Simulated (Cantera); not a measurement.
An isothermal, constant-pressure homogeneous reactor starts with H2 : O2 : N2 = 1.2 : 1 : 0.55 (molar parts), at 1298 K and 0.470 bar. Integrator tolerance rtol = 1e-08.

Detailed kinetics in Cantera: GRI-Mech 3.0 (53 species, 325 reactions). The temperature is held fixed by assumption; the heat of reaction is taken as removed at once.

Q: What does this change do: temperature 1298 to 825 K?

A: 
```csv
quantity,before,after
x(H2) at 100 s,1.59e-7 (gas-phase equilibrium 1.59e-7),0.0766 (gas-phase equilibrium <1e-12)
x(O2) at 100 s,0.186 (gas-phase equilibrium 0.186),0.217 (gas-phase equilibrium 0.186)
x(H2O2) at 100 s,8.91e-9 (gas-phase equilibrium 8.91e-9),0.000745 (gas-phase equilibrium 3.10e-11)
x(N2O) at 100 s,5.46e-9 (gas-phase equilibrium 5.46e-9),1.24e-9 (gas-phase equilibrium 6.59e-11)
x(NO) at 100 s,5.28e-6 (gas-phase equilibrium 0.000211),<1e-12 (gas-phase equilibrium 1.64e-6)
```
Below about 950 K walls govern HO2 and H2O2 in real vessels.
